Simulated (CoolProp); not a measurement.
2000 sccm (0 °C, 1 atm) of nitrogen bubbles through liquid toluene at 275.6 K and leaves saturated at a total pressure of 0.00877 MPa (ideal gas phase). Each further row changes one setting.

Computed with CoolProp (reference Helmholtz-energy equation of state, Lemmon 2006). It is a short technical equation, of lower accuracy than the large ones.

```
case                       vapour pressure (kPa)  mole fraction of vapour  delivery (mg/min)  delivery (sccm)  change of delivery for a bath 1 K warmer (%)
-------------------------  ---------------------  -----------------------  -----------------  ---------------  --------------------------------------------
as stated                                   1.06                    0.120               1130              274                                           7.3
bath temperature 280.6 K                    1.43                    0.163               1610              391                                           7.4
total pressure 0.0175 MPa                   1.06                   0.0604                528              129                                           6.8
```
